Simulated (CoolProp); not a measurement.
Saturation properties of methanol (Tc = 513.4 K, pc = 8.216 MPa, ω = 0.565).

Model: reference Helmholtz-energy equation of state, de Reuck 1993, in CoolProp.

```tsv
T (K)	p (MPa)	vapour Z	liquid viscosity (µPa s)
290.8	0.01147	0.9793	606
300.5	0.01917	0.9744	525
310.2	0.03091	0.9687	459
319.9	0.04828	0.9621	404
329.6	0.07323	0.9545	359
339.3	0.1082	0.9458	320
349	0.1559	0.9357	287
358.7	0.2199	0.9242	258
368.4	0.3040	0.9110	234
378.1	0.4124	0.8959	212
387.8	0.5503	0.8786	193
```

It boils at 337.6 K under 1 atm.

Viscosity comes from a separate model (Xiang 2006).
